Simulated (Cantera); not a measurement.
Cantera run:

```python
import numpy as np
import cantera as ct

gas_names = """
    CL CL2 H HCL H2 Si SiCL SiCL2 SiCL3 SiCL4 SiH SiHCL3 SiH2 SiH2CL2 SiH3 SiH3CL SiH4 Si2 Si3
""".split()
cond_names = """
    Si(cr) Si(L)
""".split()


# ... load() reads the species with a 1 bar reference pressure and builds the phases ...
atoms = {
    'Si': {'Si': 1},
    'Cl2': {'CL': 2},
    'H2': {'H': 2},
}
top_T = {}  # K; cautious upper limits of use, not melting points


# ... equilibrate(T, P, feed) seeds the gas with the atoms and calls Mixture.equilibrate('TP', solver="vcs", rtol=1e-11, max_steps=5000) ...
results = []
feed = {'Si': 1, 'Cl2': 1.9, 'H2': 16}  # mol
P = 10000  # Pa
for T in [698, 773, 848, 923, 998, 1073, 1148, 1223, 1298, 1373, 1448, 1523]:
    mix = equilibrate(T, P, feed)
    results.append((T, P, feed, dict(zip(mix.species_names, mix.species_moles))))
    x = sorted(zip(gas.X, gas.species_names), reverse=True)
    print(f"T = {T:g} K  P = {P:g} Pa  gas = {mix.phase_moles(0):.4g} mol")
    print("   x: " + "  ".join(f"{s} {v:.3e}" for v, s in x if v > 1e-06))
    print("   condensed (mol): " + ("  ".join(f"{mix.phase(i).name} {mix.phase_moles(i):.4g}"
          for i in range(1, mix.n_phases) if mix.phase_moles(i) > 1e-12) or "none"))
```

Result:

```
T = 698 K  P = 10000 Pa  gas = 16.9 mol
   x: H2 9.401e-01  SiCL4 4.683e-02  SiHCL3 1.213e-02  HCL 7.166e-04  SiH2CL2 2.059e-04  SiCL3 2.586e-06
   condensed (mol): none
T = 773 K  P = 10000 Pa  gas = 16.9 mol
   x: H2 9.388e-01  SiCL4 4.560e-02  SiHCL3 1.325e-02  HCL 2.033e-03  SiH2CL2 2.959e-04  SiCL3 1.704e-05  SiH3CL 1.496e-06
   condensed (mol): none
T = 848 K  P = 10000 Pa  gas = 16.9 mol
   x: H2 9.365e-01  SiCL4 4.346e-02  SiHCL3 1.515e-02  HCL 4.358e-03  SiH2CL2 4.628e-04  SiCL3 8.548e-05  SiCL2 1.214e-05  SiH3CL 3.354e-06
   condensed (mol): none
T = 923 K  P = 10000 Pa  gas = 16.91 mol
   x: H2 9.330e-01  SiCL4 4.101e-02  SiHCL3 1.666e-02  HCL 8.186e-03  SiH2CL2 6.629e-04  SiCL3 3.242e-04  SiCL2 1.032e-04  SiH3CL 6.507e-06
   condensed (mol): Si(cr) 0.006242
T = 998 K  P = 10000 Pa  gas = 16.95 mol
   x: H2 9.272e-01  SiCL4 3.908e-02  HCL 1.610e-02  SiHCL3 1.560e-02  SiCL3 8.687e-04  SiH2CL2 6.702e-04  SiCL2 4.734e-04  SiH3CL 7.345e-06
   condensed (mol): Si(cr) 0.03865
T = 1073 K  P = 10000 Pa  gas = 17.03 mol
   x: H2 9.178e-01  SiCL4 3.550e-02  HCL 2.830e-02  SiHCL3 1.411e-02  SiCL3 1.941e-03  SiCL2 1.698e-03  SiH2CL2 6.544e-04  SiH3CL 7.971e-06
   condensed (mol): Si(cr) 0.08201
T = 1148 K  P = 10000 Pa  gas = 17.14 mol
   x: H2 9.042e-01  HCL 4.491e-02  SiCL4 2.971e-02  SiHCL3 1.200e-02  SiCL2 4.893e-03  SiCL3 3.629e-03  SiH2CL2 6.073e-04  SiH3CL 8.277e-06
   condensed (mol): Si(cr) 0.1282
T = 1223 K  P = 10000 Pa  gas = 17.31 mol
   x: H2 8.871e-01  HCL 6.446e-02  SiCL4 2.172e-02  SiCL2 1.140e-02  SiHCL3 9.224e-03  SiCL3 5.572e-03  SiH2CL2 5.224e-04  SiH3CL 8.147e-06
   condensed (mol): Si(cr) 0.1617
T = 1298 K  P = 10000 Pa  gas = 17.5 mol
   x: H2 8.691e-01  HCL 8.335e-02  SiCL2 2.127e-02  SiCL4 1.295e-02  SiCL3 6.788e-03  SiHCL3 6.095e-03  SiH2CL2 4.041e-04  SiH3CL 7.527e-06  H 3.159e-06
   condensed (mol): Si(cr) 0.1686
T = 1373 K  P = 10000 Pa  gas = 17.67 mol
   x: H2 8.548e-01  HCL 9.721e-02  SiCL2 3.180e-02  SiCL3 6.452e-03  SiCL4 6.054e-03  SiHCL3 3.368e-03  SiH2CL2 2.772e-04  H 9.736e-06  SiH3CL 6.524e-06
   condensed (mol): Si(cr) 0.1526
T = 1448 K  P = 10000 Pa  gas = 17.78 mol
   x: H2 8.465e-01  HCL 1.045e-01  SiCL2 3.974e-02  SiCL3 5.032e-03  SiCL4 2.342e-03  SiHCL3 1.622e-03  SiH2CL2 1.738e-04  H 2.682e-05  SiH3CL 5.410e-06  CL 2.698e-06  SiCL 1.213e-06
   condensed (mol): Si(cr) 0.1301
T = 1523 K  P = 10000 Pa  gas = 17.84 mol
   x: H2 8.428e-01  HCL 1.073e-01  SiCL2 4.463e-02  SiCL3 3.551e-03  SiCL4 8.438e-04  SiHCL3 7.440e-04  SiH2CL2 1.056e-04  H 6.709e-05  CL 6.853e-06  SiH3CL 4.416e-06  SiCL 4.009e-06  SiH2 1.690e-06
   condensed (mol): Si(cr) 0.1102
```

These are equilibrium values from Cantera (NASA tables, ideal gas, pure condensed phases), not measurements of a reactor. The tables' values for SiCl3 are old estimates; treat these amounts as uncertain.
